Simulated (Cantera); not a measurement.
Input (Python, Cantera) and output of one run.

```python
import numpy as np
import cantera as ct

gas_names = """
    H HNO HNO2 HNO3 HO2 H2 H2O H2O2 N NH NH2 NH3 NH2OH NO NO2 NO3 N2 N2H2 N2H4 N2O O OH O2 O3 Si SiH
    SiH2 SiH3 SiH4 SiN SiO SiO2 Si2 Si2N Si3
""".split()
cond_names = """
    H2O(s) H2O(L) Si(cr) Si(L) SiO2(Lqz) SiO2(hqz) SiO2(L) Si2N2O(s) Si3N4(a)
""".split()


def load(file, names, dense=False):
    # The tables refer to 1 bar. Condensed volumes are neglected.
    table = {s.name: s for s in ct.Species.list_from_file(file)}
    out = []
    for n in names:
        d = dict(table[n].input_data)
        d["thermo"] = dict(d["thermo"], **{"reference-pressure": 1e5})
        if dense:
            d["equation-of-state"] = {"model": "constant-volume", "density": "1e6 g/cm^3"}
        out.append(ct.Species.from_dict(d))
    return out


gas = ct.Solution(thermo="ideal-gas", species=load("nasa_gas.yaml", gas_names))
cond = {s.name: ct.Solution(thermo="fixed-stoichiometry", species=[s], name=s.name)
        for s in load("nasa_condensed.yaml", cond_names, dense=True)}
atoms = {
    'Si3N4': {'Si': 3, 'N': 4},
    'H2O': {'H': 2, 'O': 1},
    'N2': {'N': 2},
}
top_T = {'Si2N2O(s)': 2100, 'Si3N4(a)': 2400}  # K; cautious upper limits of use, not melting points


def equilibrate(T, P, feed):
    n = {}
    for name, mol in feed.items():
        for a, k in atoms[name].items():
            n[a] = n.get(a, 0.0) + k * mol
    gas.TPX = T, P, n
    mass = sum(n.values()) * gas.mean_molecular_weight
    gas.equilibrate("TP")
    valid = [c for c in cond.values() if c.min_temp <= T <= top_T.get(c.name, c.max_temp)]
    mix = ct.Mixture([(gas, mass / gas.mean_molecular_weight)] + [(c, 0.0) for c in valid])
    mix.T, mix.P = T, P
    mix.equilibrate("TP", solver="vcs", rtol=1e-11, max_steps=5000)
    return mix


results = []
feed = {'Si3N4': 1, 'H2O': 0.001, 'N2': 2.7}  # mol
P = 5100  # Pa
for T in [1473, 1523, 1573, 1623, 1673, 1723, 1773, 1823, 1873, 1923]:
    mix = equilibrate(T, P, feed)
    results.append((T, P, feed, dict(zip(mix.species_names, mix.species_moles))))

top = {s: max(r[3][s] / sum(r[3][g] for g in gas_names) for r in results) for s in gas_names}
cols = sorted((s for s in top if top[s] > 1e-06), key=lambda s: -top[s])[:5]
seen = [c for c in cond_names if any(r[3].get(c, 0) > 1e-12 for r in results)]
print("log10 of partial pressures in bar; condensed amounts in mol")
print(f"{'T/K':>10s}" + "".join(f"{s[:9]:>10s}" for s in cols + seen))
for T, P, feed, n in results:
    ng = sum(n[g] for g in gas_names)
    print(f"{T:10.4g}" + "".join(f"{np.log10(max(n[s] / ng * P / 1e5, 1e-99)):10.3f}" for s in cols)
          + "".join(f"{n.get(c, 0):10.4g}" for c in seen))
```

Output:

```
log10 of partial pressures in bar; condensed amounts in mol
       T/K        N2       SiO        H2        Si         H     Si(L) Si2N2O(s)  Si3N4(a)
      1473    -1.293    -7.442    -4.725   -10.439    -7.260         0 0.0009981    0.9993
      1523    -1.293    -6.770    -4.725    -9.636    -6.999         0  0.000991    0.9993
      1573    -1.293    -6.141    -4.726    -8.885    -6.754         0 0.0009617    0.9993
      1623    -1.293    -5.552    -4.727    -8.180    -6.524         0 0.0008516    0.9994
      1673    -1.293    -5.000    -4.730    -7.519    -6.308         0 0.0004701    0.9995
      1723    -1.293    -4.724    -4.733    -6.896    -6.106         0         0    0.9997
      1773    -1.293    -4.724    -4.738    -6.309    -5.915         0         0    0.9997
      1823    -1.293    -4.724    -4.746    -5.756    -5.736         0         0    0.9996
      1873    -1.293    -4.724    -4.757    -5.232    -5.569         0         0    0.9995
      1923    -1.293    -4.965    -5.028    -4.770    -5.540     2.997         0         0
```

Method: chemical equilibrium by Gibbs-energy minimisation in Cantera with the NASA 1993 tables (ideal gas, pure condensed phases). Mutual solubility and eutectic melting of coexisting phases are not modelled. The tables' values for SiN are old estimates; treat these amounts as uncertain.
